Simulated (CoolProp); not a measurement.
Vapour-liquid equilibrium of R22 (1) + n-pentane (2) at 0.0559 MPa; x and y are mole fractions of (1).

Computed with CoolProp (multi-fluid Helmholtz-energy mixture model, Kamei 1995 and Thol 2019; pair parameters Bell 2016).

Q: Give the bubble temperature and the first vapour's composition at x = 0.575, 0.65, 0.875. Is there an azeotrope?

A: x = 0.575: 225.3 K, y = 0.981; x = 0.65: 224.6 K, y = 0.983; x = 0.875: 222.3 K, y = 0.991. No azeotrope shows between x = 0.05 and 0.95.

Pair parameters are fitted to limited data, so mixtures are less certain than the pure fluids. With so large a gap from Raoult's law the liquid may split in two, which this calculation doesn't test in full.
